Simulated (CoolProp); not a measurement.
A closed Brayton cycle with carbon dioxide: compressor inlet 311.15 K and 8 MPa, high pressure 14.8 MPa, turbine inlet 620 K, compressor efficiency 0.89, turbine efficiency 0.85, recuperator effectiveness 0 (on enthalpy, no pinch check). Each further row changes one setting.

Model: reference Helmholtz-energy equation of state, Span 1996, in CoolProp.

```
case                           thermal efficiency (%)  net work (kJ/kg)  compressor to turbine work  compressor exit (K)  turbine exit (K)
-----------------------------  ----------------------  ----------------  --------------------------  -------------------  ----------------
as stated                                         9.4              35.7                        0.37                352.1             559.7
turbine inlet 570 K                               9.3              30.0                        0.41                352.1             511.9
compressor inlet 321.15 K                         8.8              29.4                        0.48                370.5             559.7
high pressure 12.6 MPa                            7.1              27.8                        0.35                341.3             575.4
recuperator effectiveness 0.5                    13.8              35.7                        0.37                352.1             559.7
```
